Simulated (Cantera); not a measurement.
Stirred combustor or abatement burner

A perfectly stirred reactor is fed with 26.1 % H2, 15.5 % O2, 58.4 % N2, at 4200 Torr; it is adiabatic with a 623 K inlet, and is followed from long to short residence time, starting on the burning branch (τ in s: 0.056, 0.024, 0.01, 0.0043, 0.0019, 0.00079, 0.00034, 0.00014, 6.2e-05).

Computed with Cantera and the H2/O2 subset of GRI-Mech 3.0, which has no nitrogen chemistry. The hydrogen kinetics of GRI-Mech 3.0 are dated; newer H2 mechanisms differ, most at raised pressure.

| τ (s) | T (K) | x H2 | x O2 | x OH | x HO2 | x H | x H2O2 | x H2O |
|---|---|---|---|---|---|---|---|---|
| 0.056 | 2469 | 0.00382 | 0.0277 | 0.00881 | 7.59e-6 | 0.000581 | 7.54e-7 | 0.290 |
| 0.024 | 2469 | 0.00386 | 0.0278 | 0.00883 | 7.62e-6 | 0.000589 | 7.55e-7 | 0.290 |
| 0.010 | 2468 | 0.00395 | 0.0278 | 0.00890 | 7.68e-6 | 0.000608 | 7.56e-7 | 0.290 |
| 0.0043 | 2465 | 0.00415 | 0.0278 | 0.00905 | 7.83e-6 | 0.000652 | 7.60e-7 | 0.289 |
| 0.0019 | 2460 | 0.00459 | 0.0279 | 0.00937 | 8.16e-6 | 0.000749 | 7.68e-7 | 0.288 |
| 0.00079 | 2448 | 0.00559 | 0.0282 | 0.0101 | 8.99e-6 | 0.000993 | 7.91e-7 | 0.287 |
| 0.00034 | 2425 | 0.00748 | 0.0287 | 0.0113 | 1.08e-5 | 0.00154 | 8.48e-7 | 0.283 |
| 0.00014 | 2380 | 0.0109 | 0.0298 | 0.0131 | 1.51e-5 | 0.00280 | 9.75e-7 | 0.277 |
| 6.2e-5 | 2316 | 0.0156 | 0.0315 | 0.0150 | 2.28e-5 | 0.00509 | 1.18e-6 | 0.269 |
x: mole fraction; the columns are a selection and need not sum to one.
